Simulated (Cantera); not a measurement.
A Cantera script and its output.

```python
import numpy as np
import cantera as ct

gas = ct.Solution("gri30.yaml")
gas.TPX = 1350, 2100, {'N2O': 1, 'O2': 1.6, 'N2': 0.017}
reactor = ct.IdealGasConstPressureReactor(gas, energy="off", clone=False)
net = ct.ReactorNet([reactor])
net.rtol, net.atol = 1e-08, 1e-18
show = ['N2O', 'O2', 'O', 'NO', 'NO2', 'N2']
times = np.geomspace(0.0003, 100, 14)

steps = ct.SolutionArray(gas, extra=["t"])
rows = []
print(f"{'t/s':>10s}{'T/K':>9s}{'P/Pa':>11s}" + "".join(f"{s:>11s}" for s in show))
for t in times:
    while net.time < t:
        t_next = net.step()
        steps.append(gas.state, t=t_next)
    rows.append([np.interp(t, steps.t, y) for y in (steps.T, steps.P, *steps(*show).X.T)])
    print(f"{t:10.3e}{rows[-1][0]:9.1f}{rows[-1][1]:11.4g}" + "".join(f"{x:11.3e}" for x in rows[-1][2:]))
rate = np.gradient(steps.T, steps.t)
print("integrator steps:", len(steps.t))
if steps.T.max() > steps.T[0] + 200:
    print(f"time of steepest temperature rise: {steps.t[rate.argmax()]:.4e} s")
gas.TPX = 1350, 2100, {'N2O': 1, 'O2': 1.6, 'N2': 0.017}
gas.equilibrate("TP")
print(f"equilibrium (TP): T = {gas.T:.1f} K  " + "  ".join(f"{s} {gas[s].X[0]:.3e}" for s in show))
```

Output:

```
       t/s      T/K       P/Pa        N2O         O2          O         NO        NO2         N2
 3.000e-04   1350.0       2100  3.821e-01  6.114e-01  6.810e-06  8.384e-07  4.219e-13  6.507e-03
 7.979e-04   1350.0       2100  3.821e-01  6.114e-01  1.175e-05  4.423e-06  7.195e-12  6.531e-03
 2.122e-03   1350.0       2100  3.820e-01  6.114e-01  1.418e-05  1.765e-05  9.252e-11  6.603e-03
 5.645e-03   1350.0       2100  3.817e-01  6.114e-01  1.433e-05  5.497e-05  8.515e-10  6.801e-03
 1.501e-02   1350.0       2100  3.810e-01  6.115e-01  1.433e-05  1.542e-04  6.453e-09  7.325e-03
 3.993e-02   1350.0       2100  3.792e-01  6.116e-01  1.433e-05  4.172e-04  4.323e-08  8.715e-03
 1.062e-01   1350.0       2100  3.744e-01  6.121e-01  1.433e-05  1.110e-03  2.468e-07  1.237e-02
 2.825e-01   1350.0       2100  3.620e-01  6.132e-01  1.432e-05  2.902e-03  1.079e-06  2.185e-02
 7.513e-01   1350.0       2100  3.313e-01  6.160e-01  1.431e-05  7.344e-03  3.442e-06  4.533e-02
 1.998e+00   1350.0       2100  2.631e-01  6.222e-01  1.428e-05  1.720e-02  8.790e-06  9.750e-02
 5.315e+00   1350.0       2100  1.464e-01  6.328e-01  1.417e-05  3.402e-02  1.817e-05  1.867e-01
 1.414e+01   1350.0       2100  3.426e-02  6.431e-01  1.338e-05  5.000e-02  2.828e-05  2.726e-01
 3.760e+01   1350.0       2100  1.382e-03  6.464e-01  5.653e-06  5.417e-02  5.824e-05  2.980e-01
 1.000e+02   1350.0       2100  3.943e-06  6.466e-01  2.369e-06  5.417e-02  1.218e-04  2.991e-01
integrator steps: 1002
equilibrium (TP): T = 1350.0 K  N2O 3.787e-09  O2 6.734e-01  O 2.405e-06  NO 6.270e-04  NO2 1.445e-06  N2 3.260e-01
```

Computed with Cantera and GRI-Mech 3.0 (53 species, 325 reactions). GRI-Mech 3.0 was tuned for natural gas; its chemistry of N2O as a main component is partial and can be far from experiment. Radical loss at walls, strong at low pressure, is not modelled. The mechanism lacks the step 2 NO + O2 → 2 NO2, which can matter for NO2 below about 1400 K. The temperature is held fixed by assumption; the heat of reaction is taken as removed at once.
